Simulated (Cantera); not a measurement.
A Cantera script and its output.

```python
import numpy as np
import cantera as ct

gas = ct.Solution("gri30.yaml")
gas.TPX = 450, 100000, {'CO': 1, 'H2': 0.48, 'O2': 1.51, 'N2': 5.68, 'CO2': 0.33}
inlet = ct.Reservoir(gas, clone=True)
gas.equilibrate("HP")  # start burning
reactor = ct.IdealGasConstPressureReactor(gas, energy="on", clone=False)
exhaust = ct.Reservoir(gas, clone=True)
tau = [0.023, 0.013, 0.0074, 0.0043, 0.0024, 0.0014, 0.0008, 0.00046, 0.00026, 0.00015, 8.6e-05, 4.9e-05, 2.8e-05][0]
for a, b in ((inlet, reactor), (reactor, exhaust)):
    ct.MassFlowController(a, b, mdot=lambda t: reactor.mass / tau)
net = ct.ReactorNet([reactor])
show = ['CO', 'H2', 'O2', 'H2O2', 'NO', 'OH']

rows = []
print(f"{'tau/s':>10s}{'T/K':>9s}" + "".join(f"{s:>11s}" for s in show))
for tau in [0.023, 0.013, 0.0074, 0.0043, 0.0024, 0.0014, 0.0008, 0.00046, 0.00026, 0.00015, 8.6e-05, 4.9e-05, 2.8e-05]:
    net.initial_time = 0.0
    net.advance(30 * tau)
    before = gas.X
    net.advance(40 * tau)
    drift = np.max(np.abs(gas.X - before) / (gas.X + 1e-9))
    rows.append([gas.T, *gas[show].X, drift])
    print(f"{tau:10.3e}{gas.T:9.1f}" + "".join(f"{x:11.3e}" for x in gas[show].X))
```

It prints:

```
     tau/s      T/K         CO         H2         O2       H2O2         NO         OH
 2.300e-02   1720.4  3.208e-03  2.613e-04  9.386e-02  1.434e-07  2.112e-05  1.773e-03
 1.300e-02   1706.1  4.545e-03  3.701e-04  9.427e-02  1.862e-07  1.774e-05  2.059e-03
 7.400e-03   1687.0  6.346e-03  5.163e-04  9.484e-02  2.433e-07  1.522e-05  2.351e-03
 4.300e-03   1662.5  8.659e-03  7.025e-04  9.562e-02  3.195e-07  1.363e-05  2.621e-03
 2.400e-03   1627.7  1.197e-02  9.629e-04  9.680e-02  4.393e-07  1.265e-05  2.864e-03
 1.400e-03   1585.4  1.606e-02  1.271e-03  9.838e-02  6.101e-07  1.198e-05  3.000e-03
 8.000e-04   1527.3  2.199e-02  1.682e-03  1.009e-01  9.035e-07  1.081e-05  2.984e-03
 4.600e-04   1446.1  3.117e-02  2.276e-03  1.052e-01  1.452e-06  8.266e-06  2.700e-03
 2.600e-04   1280.7  5.287e-02  4.301e-03  1.170e-01  3.144e-06  2.809e-06  1.718e-03
 1.500e-04    450.0  1.111e-01  5.333e-02  1.678e-01 -4.359e-18 -3.001e-20  1.887e-24
 8.600e-05    450.0  1.111e-01  5.333e-02  1.678e-01 -2.224e-21 -1.531e-23  1.249e-24
 4.900e-05    450.0  1.111e-01  5.333e-02  1.678e-01 -1.405e-22 -9.671e-25  7.775e-25
 2.800e-05    450.0  1.111e-01  5.333e-02  1.678e-01 -8.872e-24 -6.109e-26  4.497e-25
```

Cantera simulation using GRI-Mech 3.0 (53 species, 325 reactions); the numbers are that mechanism's predictions, not measurements.
